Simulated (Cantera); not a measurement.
# Equilibrium for carbothermic reduction: CuO + C + CO

Charge: 1 mol CuO, a varied amount of C, 0.37 mol CO, held at 3000 Pa.

These are equilibrium values from Cantera (NASA tables, ideal gas, pure condensed phases), not measurements of a reactor. Candidate condensed phases: C, Cu, CuO, Cu₂O; 15 gas species. Equilibrium is a limit: real reactors are often held back by kinetics, nucleation or transport.

Stable condensed phases:

```
T in °C \ n(C) in mol
         0.32  0.5 0.67 0.85    1  1.2  1.4  1.6  1.7  1.9  2.1
   2052     A    A    A    A    A    B    B    B    B    B    B
   1952     A    A    A    A    A    B    B    B    B    B    B
   1852     C    C    C    C    A    B    B    B    B    B    B
   1752     C    C    C    C    C    D    D    D    D    D    D
   1652     C    C    C    C    C    D    D    D    D    D    D
   1552     C    C    C    C    C    D    D    D    D    D    D
   1452     C    C    C    C    C    D    D    D    D    D    D
   1352     C    C    C    C    C    D    D    D    D    D    D
   1252     C    C    C    C    C    D    D    D    D    D    D
```

A: gas only; B: C; C: Cu; D: C + Cu.
